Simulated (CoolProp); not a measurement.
R1234yf along the isobar 2.09 bar: Z from the reference equation and from simpler models built on Tc = 367.8 K, pc = 33.84 bar, ω = 0.276; each cubic takes its own stable root.

Computed with CoolProp (reference Helmholtz-energy equation of state, Lemmon 2022).

| T (K) | phase | reference | van der Waals | Redlich-Kwong |
|---|---|---|---|---|
| 214.2 | liquid | 0.009967 | 0.9320 | 0.01152 |
| 222.7 | liquid | 0.009748 | 0.9380 | ? |
| 231.3 | liquid | 0.009552 | 0.9433 | 0.01108 |
| 239.9 | liquid | 0.009379 | 0.9480 | 0.01091 |
| 248.4 | liquid | ? | 0.9521 | 0.9337 |
| 257 | liquid | 0.009104 | 0.9559 | 0.9399 |
| 265.5 | gas | 0.9286 | 0.9591 | 0.9453 |
| 274.1 | gas | 0.9367 | 0.9621 | 0.9501 |
| 282.6 | gas | 0.9435 | 0.9648 | 0.9543 |
| 291.2 | gas | 0.9494 | 0.9672 | 0.9580 |
| 299.8 | gas | 0.9545 | 0.9694 | 0.9614 |
| 308.3 | gas | 0.9588 | ? | 0.9644 |
| 316.9 | gas | 0.9627 | 0.9732 | 0.9671 |
| 325.4 | gas | 0.9660 | 0.9749 | 0.9695 |

Problem. What belongs in the gaps?

Solution. 
- 222.7, Redlich-Kwong: 0.01128
- 248.4, reference: 0.009231
- 308.3, van der Waals: 0.9714

At some of these states van der Waals, Redlich-Kwong gives the other phase, because its saturation line lies elsewhere.
